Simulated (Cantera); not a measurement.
Reactions in the system C-Cu-H-O

Cantera with NASA thermochemical tables; ideal gases at 1 bar, condensed phases pure. Values are per mole of reaction as written; species without (g) are pure solids or liquids, kept so even where they would boil at 1 bar.

3 CH₃OH(g) + Cu₂O = 4 OH(g) + C₃H₈(g) + 2 Cu

| T (K) | ΔH° (kJ) | ΔS° (J/K) | ΔG° (kJ) | log10 K | condensed phases |
|---|---|---|---|---|---|
| 300 | 826.3 | 260.1 | 748.3 | -130.29 | Cu₂O(s), Cu(s) |
| 1200 | 843.1 | 294.0 | 490.3 | -21.34 | Cu₂O(s), Cu(s) |
| 1400 | 869.1 | 313.1 | 430.7 | -16.07 | Cu₂O(s), Cu(l) |
| 1600 | 802.5 | 269.2 | 371.8 | -12.14 | Cu₂O(l), Cu(l) |
| 1800 | 799.7 | 267.6 | 318.1 | -9.23 | Cu₂O(l), Cu(l) |
| 2000 | 796.8 | 266.0 | 264.7 | -6.91 | Cu₂O(l), Cu(l) |
